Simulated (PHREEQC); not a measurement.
**Silver or lead bath**

A solution holds 0.02 mol/kgw AgNO3 and 0.059 mol/kgw NaNO3, at 20 °C. Closed to the air; pH follows from the charge balance.

The numbers come from PHREEQC with the ion-association model, wateq4f.dat.

Each row changes one thing in this solution. No solid was allowed to form.

```json
[
 {"case": "as made", "pH": "6.85", "ionic strength (mol/kgw)": "0.0785"},
 {"case": "AgNO3 left out", "pH": "7.07", "ionic strength (mol/kgw)": "0.0590"},
 {"case": "NaNO3 from 0.059 to 0.0885 mol/kgw", "pH": "6.86", "ionic strength (mol/kgw)": "0.108"},
 {"case": "diluted 2-fold with water", "pH": "6.92", "ionic strength (mol/kgw)": "0.0394"},
 {"case": "NaNO3 replaced by Pb(NO3)2 at the same molality", "pH": "4.51", "ionic strength (mol/kgw)": "0.155"}
]
```

Complexes and solids missing from the database can't appear.
